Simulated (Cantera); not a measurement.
Input: 1 mol Si3N4, 250 mol H2, 0.95 mol N2, 5.8 mol O2, equilibrated at 1825 K and 1000 Pa.

Equilibrium computed with Cantera from the NASA thermochemical tables; the gas is ideal and each condensed phase is pure. The tables hold silica as quartz up to 1696 K and as liquid above; real silica turns to tridymite and cristobalite and melts near 1996 K. Equilibrium is a limit: real reactors are often held back by kinetics, nucleation or transport.

```
species                before    after
--------------------  -------  -------
H2                      0.942    0.912
H2O                    0.0322   0.0676
N2                     0.0115   0.0116
SiO                    0.0104  0.00479
OH                    1.02e-5  2.18e-5
H                     0.00427  0.00421
SiO2(condensed), mol    0.344     1.78
```
Gas species are given as mole fractions.

Question: What was changed between the two runs?
(A) pressure from 1000 Pa to 13300 Pa
(B) temperature from 1825 K to 1173 K
(C) O2 from 5.8 to 11 mol
(D) pressure from 1000 Pa to 3.30 Pa

Answer: C, O2 from 5.8 to 11 mol
